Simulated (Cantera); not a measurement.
A closed system holds: 1 mol CuO, 1.9 mol CH4, 0.017 mol CO, at 34.0 mbar.

Equilibrium computed with Cantera from the NASA thermochemical tables; the gas is ideal and each condensed phase is pure. Candidate condensed phases: C, C6H6, C7H8, C8H18, Cu, CuO, Cu(OH)2, Cu2O, H2O; 113 gas species. Kinetics and transport are ignored. All values below are at 2225 K.

Base state: H2 0.629, CO 0.172, Cu 0.169, H 0.0279, C2H2 (acetylene) 0.00184, Cu2 0.000283 (mole fractions); condensed: C(graphite).

**Question.** What changes in the equilibrium state with this change: pressure from 34.0 mbar to 0.100 bar?

**Answer.** 
```json
[
 {"species": "H2", "before": "0.629", "after": "0.638"},
 {"species": "CO", "before": "0.172", "after": "0.174"},
 {"species": "Cu", "before": "0.169", "after": "0.169"},
 {"species": "H", "before": "0.0279", "after": "0.0164"},
 {"species": "CH4", "before": "3.35e-6", "after": "1.02e-5"},
 {"species": "Cu2", "before": "0.000283", "after": "0.000831"},
 {"species": "C2H2 (acetylene)", "before": "0.00184", "after": "0.00187"},
 {"species": "C(graphite), mol", "before": "0.878", "after": "0.878"}
]
```
